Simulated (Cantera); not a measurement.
Cantera run:

```python
import numpy as np
import cantera as ct

gas_names = """
    H HO2 H2 H2O H2O2 Li LiH LiO LiOH Li2 Li2O Li2O2 Li2O2H2 O OH O2 O3
""".split()
cond_names = """
    H2O(s) H2O(L) Li(cr) Li(L) LiH(s) LiH(L) LiOH(s) LiOH(L) Li2O(s) Li2O(L)
""".split()


# ... load() reads the species with a 1 bar reference pressure and builds the phases ...
atoms = {
    'LiOH': {'Li': 1, 'O': 1, 'H': 1},
    'H2O': {'H': 2, 'O': 1},
}
top_T = {}  # K; cautious upper limits of use, not melting points


# ... equilibrate(T, P, feed) seeds the gas with the atoms and calls Mixture.equilibrate('TP', solver="vcs", rtol=1e-11, max_steps=5000) ...
results = []
feed = {'LiOH': 1, 'H2O': 0.11}  # mol
P = 19  # Pa
for T in [1473, 1548, 1623, 1698, 1773, 1848, 1923, 1998, 2073]:
    mix = equilibrate(T, P, feed)
    results.append((T, P, feed, dict(zip(mix.species_names, mix.species_moles))))

top = {s: max(r[3][s] / sum(r[3][g] for g in gas_names) for r in results) for s in gas_names}
cols = sorted((s for s in top if top[s] > 0.001), key=lambda s: -top[s])[:9]
seen = [c for c in cond_names if any(r[3].get(c, 0) > 1e-12 for r in results)]
print("log10 of partial pressures in bar; condensed amounts in mol")
print(f"{'T/K':>10s}" + "".join(f"{s[:9]:>10s}" for s in cols + seen))
for T, P, feed, n in results:
    ng = sum(n[g] for g in gas_names)
    print(f"{T:10.4g}" + "".join(f"{np.log10(max(n[s] / ng * P / 1e5, 1e-99)):10.3f}" for s in cols)
          + "".join(f"{n.get(c, 0):10.4g}" for c in seen))
```

Result:

```
log10 of partial pressures in bar; condensed amounts in mol
       T/K      LiOH        Li       H2O        O2         H        OH         O        H2      Li2O   Li2O(s)
      1473    -3.829    -5.971    -4.408    -6.520    -8.413    -7.375    -8.814    -7.030    -5.946   0.09214
      1548    -3.796    -5.474    -4.640    -6.068    -8.041    -7.099    -8.152    -7.059    -5.561         0
      1623    -3.813    -5.164    -4.613    -5.762    -7.558    -6.755    -7.602    -6.795    -5.544         0
      1698    -3.842    -4.897    -4.578    -5.497    -7.107    -6.439    -7.108    -6.535    -5.566         0
      1773    -3.886    -4.671    -4.534    -5.274    -6.684    -6.149    -6.665    -6.276    -5.635         0
      1848    -3.953    -4.487    -4.487    -5.093    -6.286    -5.886    -6.269    -6.021    -5.756         0
      1923    -4.047    -4.344    -4.446    -4.950    -5.913    -5.650    -5.916    -5.774    -5.931         0
      1998    -4.173    -4.237    -4.422    -4.844    -5.568    -5.446    -5.603    -5.546    -6.159         0
      2073    -4.336    -4.165    -4.425    -4.771    -5.254    -5.275    -5.325    -5.348    -6.437         0
```

Equilibrium computed with Cantera from the NASA thermochemical tables; the gas is ideal and each condensed phase is pure.
